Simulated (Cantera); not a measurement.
A closed system holds: 1 mol MgO, 0.34 mol SO2, 32 mol N2, 2.3 mol O2, equilibrated at 1.00 bar.

These are equilibrium values from Cantera (NASA tables, ideal gas, pure condensed phases), not measurements of a reactor. Candidate condensed phases: Mg, MgO, MgS, MgSO4, S; 22 gas species. Rates play no part.

Task: At 1350 K, list the 5 most abundant gas species with their mole fractions, and the condensed phases.

Result: N2 0.924, O2 0.0661, SO2 0.00960, NO 0.000329, SO3 0.000217. Condensed: MgO(s).
